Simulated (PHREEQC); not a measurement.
A solution holds 0.0016 mol HF and 3.2e-05 mol (NH4)2SiF6 per kg of water, at 3.6 °C. Closed to the air; pH follows from the charge balance.

Model: ion-association model, phreeqc.dat, run in PHREEQC.

No solid was allowed to form.

Problem. Order these F species by the share of F that they hold, largest first: F-, SiF6-2, HF, HF2-.

Solution. F- (50 %), HF (42 %), SiF6-2 (8.0 %), HF2- (0.23 %)

The pH is 3.07 and the ionic strength 0.000963 mol/kgw. At this temperature some constants are extrapolated from 25 °C, and those without enthalpy data are left unchanged. SiF6-2 is the database's only silicon fluoride.
